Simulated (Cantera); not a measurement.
Input: 1 mol Si2Cl6, 130 mol H2, equilibrated at 1425 K and 300 Pa.

Cantera equilibrium calculation (NASA polynomials, part measured and part estimated; ideal gas, pure solids and liquids). Candidate condensed phases: Si; 19 gas species. The feed counts by its element totals alone. The tables' values for SiCl3 are old estimates; treat these amounts as uncertain. Equilibrium is a limit: real reactors are often held back by kinetics, nucleation or transport.

Base state: H2 0.959, HCl 0.0366, SiCl2 0.00421, H 0.000122, SiCl3 3.57e-5 (mole fractions); condensed: Si(s).

What changes in the equilibrium state with this change: Si2Cl6 replaced by SiHCl3?


| species | before | after |
|---|---|---|
| H2 | 0.959 | 0.978 |
| HCl | 0.0366 | 0.0202 |
| SiCl2 | 0.00421 | 0.00126 |
| SiCl3 | 3.57e-5 | 5.83e-6 |
| H | 0.000122 | 0.000123 |
| Si(s), mol | 1.43 | 0.833 |

What changes in the equilibrium state with this change: temperature from 1425 K to 1150 K?


```tsv
species	before	after
H2	0.959	0.960
HCl	0.0366	0.0364
SiCl2	0.00421	0.00303
SiCl4	1.19e-6	0.000323
H	0.000122	1.33e-6
SiHCl3	2.44e-6	0.000173
Si(s), mol	1.43	1.49
```
